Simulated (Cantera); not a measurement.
Input: 1 mol HMDSO, 0.34 mol O2, 120 mol N2, 1.9 mol O3, held at 1.00 bar.

These are equilibrium values from Cantera (NASA tables, ideal gas, pure condensed phases), not measurements of a reactor. Candidate condensed phases: C, C6H6, C7H8, C8H18, H2O, Si, SiC, SiO2, Si2N2O, Si3N4; 151 gas species. The feed counts by its element totals alone. N2 is the only nitrogen source here; it is nearly inert below about 1500 K, so the nitride shown seldom forms there in practice. Mutual solubility and eutectic melting of coexisting phases are not modelled. The tables hold silica as quartz up to 1696 K and as liquid above; real silica turns to tridymite and cristobalite and melts near 1996 K. The numbers say what is thermodynamically allowed, not how fast it happens.

Task: What share of the Si ends up in condensed phases as a function of T (K), at 1200, 1300, 1400, 1500, 1600, 1700, 1800, 1900?

Result: 
```
T (K)  Si condensed (%)                           as
-----  ----------------  ---------------------------
1200              100.0               SiO2(β-quartz)
1300              100.0   SiO2(β-quartz) + Si2N2O(s)
1400              100.0   SiO2(β-quartz) + Si2N2O(s)
1500              100.0   SiO2(β-quartz) + Si2N2O(s)
1600               99.8   SiO2(β-quartz) + Si2N2O(s)
1700               98.3  SiO2(condensed) + Si2N2O(s)
1800               87.9  SiO2(condensed) + Si2N2O(s)
1900               61.8                    Si2N2O(s)
```
